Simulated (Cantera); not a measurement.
A closed system holds: 1 mol Fe2O3, 2.5 mol C, a varied amount of H2, held at 1900 °C and 0.910 bar.

Cantera equilibrium calculation (NASA polynomials, part measured and part estimated; ideal gas, pure solids and liquids). Candidate condensed phases: C, C6H6, C7H8, C8H18, Fe, Fe(CO)5, FeO, Fe(OH)2, Fe(OH)3, Fe2O3, Fe3O4, H2O; 114 gas species. Each liquid is taken as pure. Mutual solubility and eutectic melting of coexisting phases are not modelled. The tables' stoichiometric FeO is somewhat more stable than real wüstite, so its field is too wide. FeO: taken at fixed stoichiometry. Rates play no part.

Question: Which condensed phases are stable at each of these points (n(H2) (mol)): 0.58, 0.99, 1.4, 1.8, 2.2, 2.6, 3, 3.5, 3.9, 4.3, 4.7, 5.1, 5.5?

Answer: 
```tsv
n(H2) (mol)	condensed phases	Fe condensed (%)
0.58	Fe(l) + FeO(l)	99.6
0.99	Fe(l)	99.6
1.4	Fe(l)	99.5
1.8	Fe(l)	99.5
2.2	Fe(l)	99.4
2.6	Fe(l)	99.4
3	Fe(l)	99.3
3.5	Fe(l)	99.3
3.9	Fe(l)	99.2
4.3	Fe(l)	99.2
4.7	Fe(l)	99.1
5.1	Fe(l)	99.1
5.5	Fe(l)	99.0
```

At 0.58 mol H2 the condensed part is Fe(l) + FeO(l). From 0.99 mol H2 to 5.5 mol H2 the condensed part is Fe(l).
